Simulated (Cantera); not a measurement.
An isothermal, constant-pressure homogeneous reactor starts with C3H8 : H2 = 1 : 8.2 (molar parts), at 1550 K and 10.00 Torr. Integrator tolerance rtol = 1e-08.

Model: GRI-Mech 3.0 (53 species, 325 reactions), integrated in Cantera. GRI-Mech 3.0 was tuned for natural gas; its chemistry of propane as a main component is partial and can be far from experiment. GRI-Mech 3.0 stops at C3 and has no aromatics, soot or wall deposition, so with more carbon than oxygen in the feed, carbon stays in small species such as C2H2 where larger ones or solid carbon would form. Radical loss at walls, strong at low pressure, is not modelled.

What does this change do: pressure from 10.00 Torr to 100.0 Torr?


| quantity | before | after |
|---|---|---|
| x(C3H8) at 3.00 s | 7.98e-10 (gas-phase equilibrium <1e-12) | 9.39e-10 (gas-phase equilibrium 3.54e-10) |
| x(H2) at 3.00 s | 0.837 (gas-phase equilibrium 0.876) | 0.850 (gas-phase equilibrium 0.865) |
| x(CH3) at 3.00 s | 0.000278 (gas-phase equilibrium 1.14e-5) | 7.36e-5 (gas-phase equilibrium 3.45e-5) |
| x(C2H4) at 3.00 s | 0.000361 (gas-phase equilibrium 0.000247) | 0.00212 (gas-phase equilibrium 0.00229) |
| x(C2H6) at 3.00 s | 6.23e-6 (gas-phase equilibrium 1.72e-8) | 4.43e-6 (gas-phase equilibrium 1.57e-6) |
| x(C2H2) at 3.00 s | 0.0984 (gas-phase equilibrium 0.122) | 0.105 (gas-phase equilibrium 0.114) |
| x(CH4) at 3.00 s | 0.0639 (gas-phase equilibrium 0.00192) | 0.0423 (gas-phase equilibrium 0.0182) |

What does this change do: temperature 1550 to 1450 K?


```tsv
quantity	before	after
x(C3H8) at 3.00 s	7.98e-10 (gas-phase equilibrium <1e-12)	5.82e-10 (gas-phase equilibrium 4.71e-12)
x(H2) at 3.00 s	0.837 (gas-phase equilibrium 0.876)	0.821 (gas-phase equilibrium 0.873)
x(CH3) at 3.00 s	0.000278 (gas-phase equilibrium 1.14e-5)	0.000106 (gas-phase equilibrium 9.92e-6)
x(C2H4) at 3.00 s	0.000361 (gas-phase equilibrium 0.000247)	0.000614 (gas-phase equilibrium 0.000662)
x(C2H6) at 3.00 s	6.23e-6 (gas-phase equilibrium 1.72e-8)	6.30e-6 (gas-phase equilibrium 9.87e-8)
x(C2H2) at 3.00 s	0.0984 (gas-phase equilibrium 0.122)	0.0884 (gas-phase equilibrium 0.120)
x(CH4) at 3.00 s	0.0639 (gas-phase equilibrium 0.00192)	0.0901 (gas-phase equilibrium 0.00558)
```
